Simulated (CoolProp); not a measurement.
A single-stage vapour-compression cycle with hydrogen sulfide: evaporating at 270.15 K (dew point), condensing at 325.15 K (bubble point), superheat 5 K, subcooling 2 K, compressor efficiency 0.9, no pressure losses. Each further row changes one setting.

The numbers come from the reference Helmholtz-energy equation of state, Lemmon 2006 in CoolProp. It is a short technical equation, of lower accuracy than the large ones.

```csv
case,cooling COP,pressure ratio,discharge temperature (K),refrigerating effect (kJ/kg),volumetric capacity (kJ/m³)
as stated,3.29,3.92,398.1,355,5550
evaporating temperature 275.15 K,[?],[?],390.0,357,[?]
condensing temperature 320.15 K,3.74,3.53,[?],367,5740
subcooling 7 K,[?],3.92,398.1,367,[?]
superheat 15 K,3.24,3.92,[?],367,5460
compressor efficiency 0.8,2.93,3.92,408.7,355,5550
```

Task: What belongs in the gaps?

Result: 
- evaporating temperature 275.15 K, cooling COP: 3.76
- evaporating temperature 275.15 K, pressure ratio: 3.38
- evaporating temperature 275.15 K, volumetric capacity (kJ/m³): 6430
- condensing temperature 320.15 K, discharge temperature (K): 387.2
- subcooling 7 K, cooling COP: 3.41
- subcooling 7 K, volumetric capacity (kJ/m³): 5750
- superheat 15 K, discharge temperature (K): 411.9
